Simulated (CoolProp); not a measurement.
Saturation properties of R1224YDZ.

Model: reference Helmholtz-energy equation of state, Akasaka 2023, in CoolProp.

```csv
T (K),p (MPa),vapour density (kg/m³),enthalpy of vaporisation (kJ/kg)
292.4,0.1197,7.732,167.3
298.7,0.1504,9.598,164.2
305.1,0.1875,11.84,161.0
311.4,0.2305,14.42,157.7
317.8,0.2817,17.49,154.3
324.1,0.3400,20.99,150.8
330.4,0.4070,?,147.2
336.8,0.4849,29.76,143.4
343.1,?,35.12,139.5
349.5,0.6721,41.37,135.3
355.8,0.7828,48.43,130.9
362.2,0.9086,56.67,?
368.5,1.047,66.01,121.4
```

Task: Some entries are withheld; supply them.

Result: 
- 330.4, vapour density (kg/m³): 25.03
- 343.1, p (MPa): 0.5720
- 362.2, enthalpy of vaporisation (kJ/kg): 126.3

It boils at 288.0 K under 1 atm.
